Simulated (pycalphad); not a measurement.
All values are pycalphad results on the COST 507 light-alloy database (1999) (1 atm), not direct measurements. The data set is of 1999 and partly superseded. Phase fractions are per mole of atoms.

**Question.** Give the equilibrium state of Si-93.6Al (at.%) at 650 K.

**Answer.** FCC_A1, fraction 0.938, with 99.81 Al at.%; DIAMOND_A4, fraction 0.062, with <0.01 Al at.%.

FCC_A1 is fcc; DIAMOND_A4 is diamond (Si).
